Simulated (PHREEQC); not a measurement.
Consider water at 20 °C with 98 mmol/kgw H2SO4 and 170 mmol/kgw NiSO4. Closed to the air; pH follows from the charge balance.

The numbers come from PHREEQC with the ion-association model, wateq4f.dat.

| quantity | before | after |
|---|---|---|
| pH | 1.23 | 1.48 |
| ionic strength (mol/kgw) | 0.435 | 0.408 |
| HSO4- (mol/kgw) | 0.120 | 0.152 |
| SO4-2 (mol/kgw) | 0.0729 | 0.0504 |

Task: What was changed between the two runs?
A) 0.31 mol/kgw KCl added
B) 0.0034 mol/kgw CsBr added
C) NiSO4 left out
D) diluted 100-fold with water
E) temperature from 20 to 70 °C

Result: E, temperature from 20 to 70 °C

Precipitation was switched off in this run. Away from 25 °C the constants follow the database's enthalpies or fits; those with neither stay at their 25 °C values.
